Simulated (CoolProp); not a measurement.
Water at 293.15 K and 9.82 MPa is throttled through a valve to 4.23 MPa with no heat exchange. Each further row changes one setting.

Values from CoolProp's reference Helmholtz-energy equation of state, Wagner 2002.

| case | temperature change (K) | final density (kg/m³) |
|---|---|---|
| as stated | +1.3 | 1000 |
| outlet pressure 1.27 MPa | +1.9 | 998 |
| outlet pressure 5.5 MPa | +1.0 | 1000 |
